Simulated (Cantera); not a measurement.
Cantera run:

```python
import numpy as np
import cantera as ct

gas_names = """
    AL ALCL ALCL2 ALCL3 ALH AL2 AL2CL6 CL CL2 H HCL H2
""".split()
cond_names = """
    AL(cr) AL(L) ALCL3(s) ALCL3(L)
""".split()


def load(file, names, dense=False):
    # The tables refer to 1 bar. Condensed volumes are neglected.
    table = {s.name: s for s in ct.Species.list_from_file(file)}
    out = []
    for n in names:
        d = dict(table[n].input_data)
        d["thermo"] = dict(d["thermo"], **{"reference-pressure": 1e5})
        if dense:
            d["equation-of-state"] = {"model": "constant-volume", "density": "1e6 g/cm^3"}
        out.append(ct.Species.from_dict(d))
    return out


gas = ct.Solution(thermo="ideal-gas", species=load("nasa_gas.yaml", gas_names))
cond = {s.name: ct.Solution(thermo="fixed-stoichiometry", species=[s], name=s.name)
        for s in load("nasa_condensed.yaml", cond_names, dense=True)}
atoms = {
    'Al': {'AL': 1},
    'Cl2': {'CL': 2},
    'H2': {'H': 2},
}
top_T = {}  # K; cautious upper limits of use, not melting points


def equilibrate(T, P, feed):
    n = {}
    for name, mol in feed.items():
        for a, k in atoms[name].items():
            n[a] = n.get(a, 0.0) + k * mol
    gas.TPX = T, P, n
    mass = sum(n.values()) * gas.mean_molecular_weight
    gas.equilibrate("TP")
    valid = [c for c in cond.values() if c.min_temp <= T <= top_T.get(c.name, c.max_temp)]
    mix = ct.Mixture([(gas, mass / gas.mean_molecular_weight)] + [(c, 0.0) for c in valid])
    mix.T, mix.P = T, P
    mix.equilibrate("TP", solver="vcs", rtol=1e-11, max_steps=5000)
    return mix


results = []
T = 1073  # K
P = 32  # Pa
for m in [1.2, 1.4, 1.8, 2.2, 2.7, 3.4, 4.2, 5.2, 6.4, 7.9, 9.8]:
    feed = {'Al': 1, 'Cl2': m, 'H2': 2.8}  # mol
    mix = equilibrate(T, P, feed)
    results.append((T, P, feed, dict(zip(mix.species_names, mix.species_moles))))

top = {s: max(r[3][s] / sum(r[3][g] for g in gas_names) for r in results) for s in gas_names}
cols = sorted((s for s in top if top[s] > 1e-05), key=lambda s: -top[s])[:7]
seen = [c for c in cond_names if any(r[3].get(c, 0) > 1e-12 for r in results)]
print("log10 of partial pressures in bar; condensed amounts in mol")
print(f"{'n(Cl2)':>10s}" + "".join(f"{s[:9]:>10s}" for s in cols + seen))
for T, P, feed, n in results:
    ng = sum(n[g] for g in gas_names)
    print(f"{feed['Cl2']:10.4g}" + "".join(f"{np.log10(max(n[s] / ng * P / 1e5, 1e-99)):10.3f}" for s in cols)
          + "".join(f"{n.get(c, 0):10.4g}" for c in seen))
```

It prints:

```
log10 of partial pressures in bar; condensed amounts in mol
    n(Cl2)       HCL        H2       CL2     ALCL3      ALCL        CL     ALCL2
       1.2    -6.183    -3.629   -18.595    -4.248    -4.629   -12.266    -5.379
       1.4    -5.883    -3.630   -17.995    -4.133    -5.114   -11.966    -5.563
       1.8    -4.329    -3.710   -14.805    -4.108    -8.279   -10.371    -7.133
       2.2    -4.002    -3.826   -14.035    -4.148    -9.089    -9.986    -7.558
       2.7    -3.814    -3.990   -13.495    -4.194    -9.675    -9.716    -7.874
       3.4    -3.671    -4.297   -12.903    -4.251   -10.324    -9.420    -8.227
       4.2    -3.575    -5.308   -11.701    -4.308   -11.583    -8.819    -8.885
       5.2    -3.626   -12.652    -4.458    -4.374   -18.892    -5.197   -12.573
       6.4    -3.692   -13.097    -4.145    -4.441   -19.271    -5.041   -12.796
       7.9    -3.763   -13.406    -3.977    -4.511   -19.510    -4.957   -12.950
       9.8    -3.838   -13.668    -3.865    -4.586   -19.697    -4.901   -13.081
```

Method: chemical equilibrium by Gibbs-energy minimisation in Cantera with the NASA 1993 tables (ideal gas, pure condensed phases). The tables' values for AlCl2 are old estimates; treat these amounts as uncertain.
